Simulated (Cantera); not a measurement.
What does this Cantera script print?

```python
import numpy as np
import cantera as ct

gas = ct.Solution("gri30.yaml")


def delay(T, t_max=10):
    gas.TPX = T, 46000, {'CO': 1, 'H2': 0.55, 'CH4': 1, 'O2': 3.6, 'N2': 24.9, 'H2O': 5.3}
    reactor = ct.IdealGasConstPressureReactor(gas, clone=False)
    net = ct.ReactorNet([reactor])
    net.rtol, net.atol = 1e-8, 1e-16
    while net.time < t_max:
        t_old, T_old = net.time, reactor.T
        net.step()
        if reactor.T > T + 400:  # ignition: a rise of 400 K
            return t_old + (T + 400 - T_old) / (reactor.T - T_old) * (net.time - t_old)
    return np.nan


taus = []
for T in [1248, 1298, 1348, 1398, 1448, 1498, 1548]:
    taus.append(delay(T))
    print(f"T0 = {T:6g} K   tau = {taus[-1]:.4e} s")
```

Output:

```
T0 =   1248 K   tau = 4.3370e-03 s
T0 =   1298 K   tau = 2.8954e-03 s
T0 =   1348 K   tau = 1.9964e-03 s
T0 =   1398 K   tau = 1.4275e-03 s
T0 =   1448 K   tau = 1.0604e-03 s
T0 =   1498 K   tau = 8.1904e-04 s
T0 =   1548 K   tau = 6.5807e-04 s
```

Model: GRI-Mech 3.0 (53 species, 325 reactions), integrated in Cantera. Where the delays flatten at high temperature, the 400 K rule measures the pace of heat release, not the induction time.
